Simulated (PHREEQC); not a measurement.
0.07 g of hydrous ferric oxide (600 m²/g; 0.2 weak and 0.005 strong sites per Fe, Dzombak-Morel constants, diffuse double layer) in 1 kg of water with 0.05 mol/kgw of an inert sodium salt and 3.9e-06 mol/kgw Ag2SO4 and 3.1e-05 mol/kgw NaF, at 25 °C; the pH is set by adding NaOH or the inert anion's acid. O2 is buffered at 0.21 atm. No CO2 enters from the air. No solid was allowed to form.

Base run: PHREEQC, ion-association model, wateq4f.dat. Each further column changes one thing. The table gives Ag sorbed (%).

| pH | base | no electrostatic term (-no_edl) | background salt from 0.05 to 0.005 mol/kgw | oxide from 0.07 to 0.35 g/kgw |
|---|---|---|---|---|
| 4 | 0.0 | 0.0 | 0.0 | 0.1 |
| 4.75 | 0.1 | 0.0 | 0.2 | 0.7 |
| 5.5 | 1.1 | 0.0 | 1.4 | 5.3 |
| 5.88 | 2.8 | 0.2 | 3.4 | 12.8 |
| 6.62 | 12.6 | 4.0 | 13.9 | 44.1 |
| 7.38 | 31.3 | 27.6 | 32.7 | 79.7 |
| 8.12 | 47.2 | 47.2 | 48.1 | 95.2 |
| 8.5 | 54.1 | 53.3 | 55.2 | 97.9 |
| 9.25 | 72.7 | 62.4 | 74.4 | 99.6 |
| 10 | 90.7 | 65.9 | 92.1 | 99.9 |
